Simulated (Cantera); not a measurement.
What does this Cantera script print?

```python
import numpy as np
import cantera as ct

gas_names = """
    C CH CH2 CH3 CH2OH CH3O CH4 CH3OH CO CO2 COOH C2 C2H CHCO,ketyl C2H2,acetylene C2H2,vinylidene
    CH2CO,ketene C2H3,vinyl CH3CO,acetyl C2H4 C2H4O,ethylen CH3CHO,ethanal CH3COOH (HCOOH)2 C2H5 C2H6
    CH3OCH3 C2H5OH C2O C3 C3H3,propargyl C3H4,allene C3H4,propyne C3H4,cyclo- C3H5,allyl C3H6,propylene
    C3H6,cyclo- C3H6O C3H7,n-propyl C3H7,i-propyl C3H8 C3H8O,1propanol C3H8O,2propanol C3O2 C4 C4H2
    C4H4,1,3-cyclo- C4H6,butadiene C4H6,2-butyne C4H6,cyclo- C4H8,1-butene C4H8,cis2-buten
    C4H8,tr2-butene C4H8,isobutene C4H8,cyclo- (CH3COOH)2 C4H9,n-butyl C4H9,i-butyl C4H9,s-butyl
    C4H9,t-butyl C4H10,isobutane C4H10,n-butane C5 C5H6,1,3cyclo- C5H8,cyclo- C5H10,1-pentene
    C5H10,cyclo- C5H11,pentyl C5H11,t-pentyl C5H12,n-pentane C5H12,i-pentane CH3C(CH3)2CH3 C6H2
    C6H5,phenyl C6H5O,phenoxy C6H6 C6H5OH,phenol C6H10,cyclo- C6H12,1-hexene C6H12,cyclo- C6H13,n-hexyl
    C7H7,benzyl C7H8 C7H8O,cresol C7H14,1-heptene C7H15,n-heptyl C7H16,n-heptane C8H8,styrene
    C8H10,ethylbenz C8H16,1-octene C8H17,n-octyl C8H18,isooctane C8H18,n-octane C9H19,n-nonyl
    C10H8,naphthale C10H21,n-decyl C12H9,o-bipheny C12H10,bipheny H HCO HO2 H2 HCHO,formaldehy HCOOH H2O
    H2O2 Mg MgH MgO MgOH MgO2H2 Mg2 O OH O2 O3
""".split()
cond_names = """
    C(gr) C6H6(L) C7H8(L) C8H18(L),n-octa H2O(s) H2O(L) Mg(cr) Mg(L) MgCO3(s) MgO(s) MgO(L) MgO2H2(s)
""".split()


def load(file, names, dense=False):
    # The tables refer to 1 bar. Condensed volumes are neglected.
    table = {s.name: s for s in ct.Species.list_from_file(file)}
    out = []
    for n in names:
        d = dict(table[n].input_data)
        d["thermo"] = dict(d["thermo"], **{"reference-pressure": 1e5})
        if dense:
            d["equation-of-state"] = {"model": "constant-volume", "density": "1e6 g/cm^3"}
        out.append(ct.Species.from_dict(d))
    return out


gas = ct.Solution(thermo="ideal-gas", species=load("nasa_gas.yaml", gas_names))
cond = {s.name: ct.Solution(thermo="fixed-stoichiometry", species=[s], name=s.name)
        for s in load("nasa_condensed.yaml", cond_names, dense=True)}
atoms = {
    'Mg(OH)2': {'Mg': 1, 'O': 2, 'H': 2},
    'CO2': {'C': 1, 'O': 2},
    'O2': {'O': 2},
    'H2O': {'H': 2, 'O': 1},
}
top_T = {'C(gr)': 4500}  # K; cautious upper limits of use, not melting points


def equilibrate(T, P, feed):
    n = {}
    for name, mol in feed.items():
        for a, k in atoms[name].items():
            n[a] = n.get(a, 0.0) + k * mol
    gas.TPX = T, P, n
    mass = sum(n.values()) * gas.mean_molecular_weight
    gas.equilibrate("TP")
    valid = [c for c in cond.values() if c.min_temp <= T <= top_T.get(c.name, c.max_temp)]
    mix = ct.Mixture([(gas, mass / gas.mean_molecular_weight)] + [(c, 0.0) for c in valid])
    mix.T, mix.P = T, P
    mix.equilibrate("TP", solver="vcs", rtol=1e-11, max_steps=5000)
    return mix


results = []
feed = {'Mg(OH)2': 1, 'CO2': 0.22, 'O2': 0.045, 'H2O': 0.14}  # mol
T = 1000  # K
P = 4200  # Pa
mix = equilibrate(T, P, feed)
results.append((T, P, feed, dict(zip(mix.species_names, mix.species_moles))))
x = sorted(zip(gas.X, gas.species_names), reverse=True)
print(f"T = {T:g} K  P = {P:g} Pa  gas = {mix.phase_moles(0):.4g} mol")
print("   x: " + "  ".join(f"{s} {v:.3e}" for v, s in x if v > 0.001))
print("   condensed (mol): " + ("  ".join(f"{mix.phase(i).name} {mix.phase_moles(i):.4g}"
      for i in range(1, mix.n_phases) if mix.phase_moles(i) > 1e-12) or "none"))
```

It prints:

```
T = 1000 K  P = 4200 Pa  gas = 1.405 mol
   x: H2O 8.114e-01  CO2 1.566e-01  O2 3.203e-02
   condensed (mol): MgO(s) 1
```

Equilibrium computed with Cantera from the NASA thermochemical tables; the gas is ideal and each condensed phase is pure.
